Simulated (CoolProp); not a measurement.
A single-stage vapour-compression cycle with R113: evaporating at 302.15 K (dew point), condensing at 367.15 K (bubble point), superheat 10 K, subcooling 2 K, compressor efficiency 0.75, no pressure losses. Each further row changes one setting.

Model: reference Helmholtz-energy equation of state, Marx 1992, in CoolProp.

```tsv
case	cooling COP	pressure ratio	discharge temperature (K)	refrigerating effect (kJ/kg)	volumetric capacity (kJ/m³)
as stated	2.62	7.23	371.8	96.5	373
evaporating temperature 307.15 K	2.96	5.99	371.7	99.7	459
condensing temperature 362.15 K	2.93	6.39	367.8	101	392
subcooling 7 K	2.75	7.23	371.8	101	392
superheat 20 K	2.70	7.23	382.6	103	386
compressor efficiency 0.65	2.27	7.23	379.2	96.5	373
```
